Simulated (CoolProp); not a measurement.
Computed with CoolProp (reference Helmholtz-energy equation of state, Thol 2017).

Question: Give the vapour pressure (kPa), enthalpy of vaporisation (kJ/kg), liquid cp (kJ/(kg K)), vapour Z of saturated decamethyltetrasiloxane (MD2M) at 422.4, 446.4 K.

Answer: 
```csv
T (K),p (kPa),enthalpy of vaporisation (kJ/kg),liquid cp (kJ/(kg K)),vapour Z
422.4,29.0,146,2.01,0.972
446.4,58.7,138,2.07,0.951
```
